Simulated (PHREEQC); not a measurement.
Synthetic water in mg/L, 20 °C, pH 6.43, pe 8.8:

```tsv
constituent	mg/L
Na	232
K	0.000246
Ca	115
Mg	21.2
Cl	279
S(6) as SO4	114
Alkalinity as HCO3	446
O(0) (dissolved oxygen)	0.36
```

Valence states are taken as typed.

The numbers come from PHREEQC with the ion-association model, phreeqc.dat.

ionic strength: 0.0213 mol/kgw
specific conductance: 1550 µS/cm
charge-balance error: 0.1 %

```tsv
species	molality	activity	log γ
Na+	0.0100	0.00875	-0.060
Cl-	0.00788	0.00682	-0.063
HCO3-	0.00712	0.00622	-0.059
CO2	0.00554	0.00557	0.002
Ca+2	0.00260	0.00152	-0.235
SO4-2	0.000965	0.000556	-0.239
```

No solid was allowed to form. Species that the database lacks are ignored.
